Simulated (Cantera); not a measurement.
A closed system holds: 1 mol SiH₄, 0.47 mol H₂O, 62 mol H₂, 0.1 mol N₂O, held at 7.30 Pa.

Cantera equilibrium calculation (NASA polynomials, part measured and part estimated; ideal gas, pure solids and liquids). Candidate condensed phases: H₂O, Si, SiO₂, Si₂N₂O, Si₃N₄; 35 gas species. Mutual solubility and eutectic melting of coexisting phases are not modelled. The tables hold silica as quartz up to 1696 K and as liquid above; real silica turns to tridymite and cristobalite and melts near 1996 K. Gases not in the tables: Si₂H₆ and higher silanes. Kinetics and transport are ignored.

log p: log10 of the partial pressure in bar; n: condensed amount in mol.

| T (°C) | log p H₂ | log p H | log p SiO | log p Si | n Si(s) | n SiO₂(α-quartz) | n Si₂N₂O(s) | n SiO₂(β-quartz) |
|---|---|---|---|---|---|---|---|---|
| 400 | -4.14 | <-16 | <-16 | <-16 | 0.565 | 0.235 | 0.100 | 0 |
| 500 | -4.14 | -14.11 | -14.64 | <-16 | 0.565 | 0.235 | 0.100 | 0 |
| 600 | -4.14 | -12.40 | -11.93 | <-16 | 0.565 | 0 | 0.100 | 0.235 |
| 700 | -4.14 | -11.03 | -9.79 | <-16 | 0.565 | 0 | 0.100 | 0.235 |
| 800 | -4.14 | -9.92 | -8.05 | -14.16 | 0.561 | 0 | 0.100 | 0.231 |
| 900 | -4.14 | -9.00 | -6.62 | -12.31 | … | 0 | 0.1000 | 0.128 |
| 1000 | -4.14 | -8.22 | -6.28 | -10.74 | … | 0 | 0.0995 | 0 |
| 1100 | -4.14 | -7.55 | -6.19 | -9.41 | 0.430 | 0 | 0 | 0 |
| 1200 | -4.14 | -6.97 | -6.20 | -8.26 | 0.425 | 0 | 0 | 0 |
| 1300 | -4.14 | -6.46 | -6.20 | -7.26 | … | 0 | 0 | 0 |
| 1400 | -4.15 | -6.02 | -6.20 | -6.38 | … | 0 | 0 | 0 |
| 1500 | -4.16 | -5.63 | -6.20 | -6.33 | 0 | 0 | 0 | 0 |
| 1600 | -4.18 | -5.28 | -6.21 | -6.34 | 0 | 0 | 0 | 0 |

Question: Some entries are withheld; supply them.

Answer: 
- 900, n Si(s): 0.458
- 1000, n Si(s): 0.330
- 1300, n Si(s): 0.379
- 1400, n Si(s): 0.0421
